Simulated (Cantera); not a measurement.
**Diamond growth**

A diamond (100) surface in a fixed gas of H2 with x(CH4) = 0.014, x(H) = 0.011, x(CH3) = 0.0016, 0.207 atm; coverages are run to steady state.

Detailed kinetics in Cantera: the Harris–Goodwin 1993 mechanism for the reconstructed diamond (100) surface.

```
T (K)  growth (µm/h)  θ c6HH  θ c6H*  θ c6*H   θ c6**   θ c6HM
-----  -------------  ------  ------  ------  -------  -------
925              106   0.587  0.0111   0.276  0.00467   0.0955
975              140   0.556  0.0149   0.318  0.00708   0.0780
1025             178   0.524  0.0191   0.357   0.0102   0.0640
1075             217   0.492  0.0238   0.392   0.0142   0.0524
1125             251   0.462  0.0289   0.424   0.0190   0.0422
1175             271   0.434  0.0342   0.454   0.0248   0.0324
1225             263   0.408  0.0399   0.480   0.0315   0.0226
1275             226   0.385  0.0457   0.504   0.0391   0.0137
1325             179   0.362  0.0515   0.523   0.0474  0.00726
1375             144   0.341  0.0570   0.537   0.0562  0.00348
```
θ: site fractions in the mechanism's names (c6HH fully hydrogenated, c6H* and c6*H radical sites, c6** diradical, c6HM methylated).
